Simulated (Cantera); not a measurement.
Mixture: CH4 : C2H6 : O2 : N2 = 1 : 0.04 : 2.85 : 10.7 (molar parts), at 9750 Torr, adiabatic and at constant pressure. Ignition delay is the time to a rise of 400 K.

Detailed kinetics in Cantera: GRI-Mech 3.0 (53 species, 325 reactions). The pressure lies above the range GRI-Mech 3.0 was tuned for (to about 10 atm).

Task: What does this change do: pressure from 9750 Torr to 1800 Torr?

Result: 
```tsv
quantity	before	after
delay at 1225 K	1.12 ms	5.18 ms
delay at 1325 K	0.391 ms	1.61 ms
delay at 1425 K	0.148 ms	0.535 ms
delay at 1525 K	60.0 µs	0.196 ms
delay at 1625 K	26.1 µs	81.9 µs
apparent activation energy between 1575 and 1675 K	170 kJ/mol	170 kJ/mol
```

Task: What does this change do: constant volume in place of constant pressure?

Result: 
```json
[
 {"quantity": "delay at 1225 K", "before": "1.12 ms", "after": "1.06 ms"},
 {"quantity": "delay at 1325 K", "before": "0.391 ms", "after": "0.368 ms"},
 {"quantity": "delay at 1425 K", "before": "0.148 ms", "after": "0.138 ms"},
 {"quantity": "delay at 1525 K", "before": "60.0 µs", "after": "55.1 µs"},
 {"quantity": "delay at 1625 K", "before": "26.1 µs", "after": "23.7 µs"},
 {"quantity": "apparent activation energy between 1575 and 1675 K", "before": "170 kJ/mol", "after": "180 kJ/mol"}
]
```
